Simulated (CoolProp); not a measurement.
Properties of n-perfluoropentane along the isobar 101 kPa.

Computed with CoolProp (reference Helmholtz-energy equation of state, Gao 2022).

```csv
T (K),phase,cp (kJ/(kg K)),speed of sound (m/s),expansivity (1/kK)
411.2,gas,0.9643,108.7,2.597
420.1,gas,0.9739,110.0,2.531
429,gas,0.9833,111.3,2.468
437.9,gas,0.9923,112.6,2.409
446.9,gas,1.001,113.8,2.352
455.8,gas,1.010,115.0,2.299
464.7,gas,1.018,116.2,2.248
473.6,gas,1.026,117.4,2.200
482.5,gas,1.034,118.6,2.155
```
